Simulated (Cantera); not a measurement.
Input: 1 mol Si3N4, 0.26 mol C, 6.6 mol N2, equilibrated at 2900 K and 45.0 mbar.

These are equilibrium values from Cantera (NASA tables, ideal gas, pure condensed phases), not measurements of a reactor. Candidate condensed phases: C, Si, SiC, Si3N4; 20 gas species. The tables' values for SiN are old estimates; treat these amounts as uncertain. Rates play no part.

Base state: N2 0.745, Si 0.235, SiC2 0.00758, Si2C 0.00550, SiN 0.00259, Si2 0.00176, CN 0.00158, Si2N 0.000306 (mole fractions); condensed: gas only.

**Question.** What changes in the equilibrium state with this change: temperature from 2900 K to 2673 K?

**Answer.** 
```tsv
species	before	after
N2	0.745	0.757
Si	0.235	0.214
Si2C	0.00550	0.0157
C3	2.32e-5	1.04e-6
C2	1.07e-5	5.03e-7
C	9.09e-5	6.73e-6
Si3	4.51e-5	0.000430
```
